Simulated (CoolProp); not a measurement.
Properties of R404A along the isotherm 336.3 K.

Values from CoolProp's reference Helmholtz-energy equation of state, Lemmon 2003. It is a pseudo-pure fit of the blend.

| p (kPa) | phase | cp (kJ/(kg K)) | Joule-Thomson coefficient (K/MPa) | isothermal compressibility (1/MPa) | viscosity (µPa s) | Prandtl number | fugacity coefficient |
|---|---|---|---|---|---|---|---|
| 17.7 | gas | 0.9325 | 11.59 | 56.60 | 13.7 | 0.790 | 0.9981 |
| 31.5 | gas | 0.9336 | 11.60 | 31.85 | 13.7 | 0.790 | 0.9966 |
| 56 | gas | 0.9356 | 11.62 | 17.97 | 13.7 | 0.790 | 0.9940 |
| 99.6 | gas | 0.9392 | 11.66 | 10.15 | 13.7 | 0.791 | 0.9894 |
| 177 | gas | 0.9459 | 11.72 | 5.761 | 13.7 | 0.793 | 0.9811 |
| 315 | gas | ___ | 11.84 | 3.290 | 13.7 | ___ | 0.9665 |
| 560 | gas | 0.9823 | ___ | ___ | 13.8 | 0.806 | 0.9408 |
| 996 | gas | 1.034 | 12.58 | 1.145 | 14.0 | 0.831 | 0.8955 |
| 1770 | gas | 1.182 | 13.85 | 0.7586 | ___ | 0.928 | 0.8164 |
| 5600 | liquid | 1.775 | 1.006 | ___ | ___ | 2.62 | ___ |

### Question
What belongs in the gaps?

### Answer

- 315, cp (kJ/(kg K)): 0.9582
- 315, Prandtl number: 0.797
- 560, Joule-Thomson coefficient (K/MPa): 12.08
- 560, isothermal compressibility (1/MPa): 1.909
- 1770, viscosity (µPa s): 14.8
- 5600, isothermal compressibility (1/MPa): 0.02826
- 5600, viscosity (µPa s): 86.9
- 5600, fugacity coefficient: 0.4150

Viscosity comes from a separate model (Geller 2000). Thermal conductivity comes from a separate model (Geller 2001).
